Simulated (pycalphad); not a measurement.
Source of the numbers: pycalphad with the COST 507 light-alloy database (1999); pressure 1 atm. The database dates from 1999; later assessments differ in places, in temperatures and in the compounds included. Phase fractions are per mole of atoms.

**Question.** Give the equilibrium state of Sn-3.04Si (wt.%) at 427 °C.

**Answer.** 
```
T = 700.00 K, P = 101325 Pa, N = 1 mol of atoms
G = -41011 J/mol, H = 17537 J/mol, S = 83.64 J/(mol K)  (SER reference)
chemical potentials (J/mol): Sn -44128, Si -17484
phase             fraction      x(Sn)      x(Si)
LIQUID              0.8831     0.9999    6.3e-05
DIAMOND_A4          0.1169   3.77e-07     1.0000
```

**Question.** Give the equilibrium state of Sn-3.04Si (wt.%) at 227 °C.

**Answer.** BCT_A5, fraction 0.883, with no Si wt.%; DIAMOND_A4, fraction 0.117, with >99.99 Si wt.%.

DIAMOND_A4 is diamond (Si); BCT_A5 is bct (Sn). An entry "none" or "no" means that the model of the phase leaves that element out.
